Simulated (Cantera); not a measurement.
Cantera run, input and output.

```python
import numpy as np
import cantera as ct

gas = ct.Solution("gri30.yaml")
gas.TPX = 1400, 1000000, {'CO': 0.012, 'O2': 0.0021, 'H2O': 0.00028, 'N2': 1}
reactor = ct.IdealGasConstPressureReactor(gas, energy="off", clone=False)
net = ct.ReactorNet([reactor])
net.rtol, net.atol = 1e-08, 1e-18
show = ['CO', 'O2', 'H2O', 'NO2', 'N2O', 'NO', 'O']
times = np.geomspace(6e-05, 30, 9)

steps = ct.SolutionArray(gas, extra=["t"])
rows = []
print(f"{'t/s':>10s}{'T/K':>9s}{'P/Pa':>11s}" + "".join(f"{s:>11s}" for s in show))
for t in times:
    while net.time < t:
        t_next = net.step()
        steps.append(gas.state, t=t_next)
    rows.append([np.interp(t, steps.t, y) for y in (steps.T, steps.P, *steps(*show).X.T)])
    print(f"{t:10.3e}{rows[-1][0]:9.1f}{rows[-1][1]:11.4g}" + "".join(f"{x:11.3e}" for x in rows[-1][2:]))
rate = np.gradient(steps.T, steps.t)
print("integrator steps:", len(steps.t))
if steps.T.max() > steps.T[0] + 200:
    print(f"time of steepest temperature rise: {steps.t[rate.argmax()]:.4e} s")
gas.TPX = 1400, 1000000, {'CO': 0.012, 'O2': 0.0021, 'H2O': 0.00028, 'N2': 1}
gas.equilibrate("TP")
print(f"equilibrium (TP): T = {gas.T:.1f} K  " + "  ".join(f"{s} {gas[s].X[0]:.3e}" for s in show))
```

Output:

```
       t/s      T/K       P/Pa         CO         O2        H2O        NO2        N2O         NO          O
 6.000e-05   1400.0      1e+06  1.183e-02  2.070e-03  2.760e-04  4.160e-20  2.001e-11  8.270e-15  9.542e-09
 3.094e-04   1400.0      1e+06  1.183e-02  2.070e-03  2.760e-04  6.785e-17  6.042e-10  2.739e-13  7.425e-08
 1.595e-03   1400.0      1e+06  1.139e-02  1.833e-03  2.606e-04  3.159e-10  8.418e-07  2.140e-08  4.044e-05
 8.227e-03   1400.0      1e+06  7.592e-03  1.243e-07  1.608e-04  1.155e-11  2.297e-08  1.667e-06  2.541e-08
 4.243e-02   1400.0      1e+06  7.585e-03  9.439e-10  1.546e-04  6.956e-13  1.164e-08  1.247e-06  1.789e-10
 2.188e-01   1400.0      1e+06  7.583e-03  5.453e-11  1.534e-04  1.445e-13  1.518e-09  9.241e-07  7.133e-12
 1.128e+00   1400.0      1e+06  7.582e-03  8.407e-12  1.529e-04  4.760e-14  1.326e-10  7.460e-07  6.533e-13
 5.818e+00   1400.0      1e+06  7.581e-03  4.824e-13  1.524e-04  1.966e-14  6.260e-11  5.331e-07  3.281e-13
 3.000e+01   1400.0      1e+06  7.580e-03  5.553e-14  1.517e-04  2.288e-15  1.585e-11  1.652e-07  1.102e-13
integrator steps: 1974
equilibrium (TP): T = 1400.0 K  CO 7.581e-03  O2 3.096e-14  H2O 1.522e-04  NO2 2.814e-18  N2O 7.037e-14  NO 3.131e-10  O 5.300e-14
```

Model: GRI-Mech 3.0 (53 species, 325 reactions), integrated in Cantera.
